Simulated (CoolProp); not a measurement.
Vapour-liquid equilibrium of n-pentane (1) + acetone (2) at 0.886 bar; x and y are mole fractions of (1).

Computed with CoolProp (multi-fluid Helmholtz-energy mixture model, Thol 2019 and Lemmon 2006; pair parameters Bell 2016).

### Question
Give the bubble temperature and the first vapour's composition at x = 0.5, 0.8, 0.95. Is there an azeotrope?

### Answer
x = 0.5: 302.5 K, y = 0.682; x = 0.8: 302.0 K, y = 0.764; x = 0.95: 303.7 K, y = 0.902. y crosses x between x = 0.65 and 0.8: the model has an azeotrope there.

The pair parameters rest on a limited set of measurements; away from them the model extrapolates.
